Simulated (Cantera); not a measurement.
Charge: 1 mol SiHCl3, 0.29 mol N2, 4.2 mol NH3, at 27000 Pa.

Cantera equilibrium calculation (NASA polynomials, part measured and part estimated; ideal gas, pure solids and liquids). Candidate condensed phases: NH4Cl, Si, Si3N4; 28 gas species. The tables' values for SiCl3 are old estimates; treat these amounts as uncertain. The numbers say what is thermodynamically allowed, not how fast it happens.

Problem. At 1298 K, list the 4 most abundant gas species with their mole fractions, and the condensed phases.

Solution. H2 0.541, HCl 0.277, N2 0.176, SiCl4 0.00506. Condensed: Si3N4(s).
